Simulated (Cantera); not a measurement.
A freely propagating, adiabatic, planar premixed flame of CH4 : C2H6 : O2 : N2 = 1 : 0.11 : 1.7 : 6.41 (molar parts), equivalence ratio 1.4, unburnt at 698 K and 1.01 bar; mixture-averaged transport, grid criteria slope 0.08 and curve 0.16, no radiation.

Model: GRI-Mech 3.0 (53 species, 325 reactions), integrated in Cantera. Burning velocities carry a grid error of a few per cent, more on coarse grids.

**Question.** Predict: laminar burning velocity; thermal thickness; peak x(C2H2); peak x(O).

**Answer.** 
```
Property                     Value
------------------------  --------
laminar burning velocity  116 cm/s
thermal thickness         0.391 mm
peak x(C2H2)               0.00213
peak x(O)                 0.000462
```
